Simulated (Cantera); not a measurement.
## Premixed flame

A freely propagating, adiabatic, planar premixed flame of 2.75 % CH₄, 0.162 % C₂H₆, 3.85 % C₃H₈, 19.5 % O₂, 73.2 % N₂, 0.496 % H₂O, equivalence ratio 1.3, unburnt at 625 K and 5550 Torr; mixture-averaged transport, grid criteria slope 0.08 and curve 0.16, no radiation.

Cantera simulation using GRI-Mech 3.0 (53 species, 325 reactions); the numbers are that mechanism's predictions, not measurements. GRI-Mech 3.0 was tuned for natural gas; its chemistry of propane as a main component is partial and can be far from experiment. Burning velocities carry a grid error of a few per cent, more on coarse grids.

```csv
z (mm),T (K),u (m/s),x CH₄,x C₂H₆,x C₃H₈,x HCN,x CH₂CO,x H₂
-0.187,626,0.752,0.0274,0.00162,0.0385,<1e-8,6.45e-8,0.00272
-0.125,631,0.761,0.0272,0.00161,0.0383,2.17e-8,1.14e-6,0.00689
-0.0937,647,0.786,0.0268,0.00161,0.0381,1.09e-7,6.86e-6,0.0113
-0.0625,741,0.911,0.0253,0.00166,0.0368,8.19e-7,6.90e-5,0.0189
-0.0312,1167,1.48,0.0198,0.00212,0.0243,5.95e-6,0.000710,0.0298
-0.0156,1565,2.05,0.0142,0.00172,0.00733,1.30e-5,0.00160,0.0352
0,1942,2.59,0.00600,0.000213,0.000135,2.50e-5,0.00116,0.0372
0.0156,2140,2.86,0.00125,4.60e-6,7.05e-8,3.56e-5,0.000200,0.0355
0.0312,2211,2.95,0.000209,1.18e-7,<1e-8,3.24e-5,2.47e-5,0.0343
0.0625,2256,2.99,7.81e-6,<1e-8,<1e-8,1.69e-5,8.17e-7,0.0346
0.125,2289,3.03,8.82e-8,<1e-8,<1e-8,5.37e-6,<1e-8,0.0355
0.250,2313,3.06,<1e-8,<1e-8,<1e-8,1.39e-6,<1e-8,0.0357
0.500,2327,3.07,<1e-8,<1e-8,<1e-8,3.59e-7,<1e-8,0.0357
```
x: mole fraction of selected species; z is measured from the peak of heat release.

| Item | Value |
|---|---|
| laminar burning velocity | 74.9 cm/s |
| thermal thickness | 0.0625 mm |
| peak x(HCN) | 3.60e-5 |
| peak x(CH₂CO) | 0.00174 |
| peak x(H₂) | 0.0372 |
| grid points | 140 |
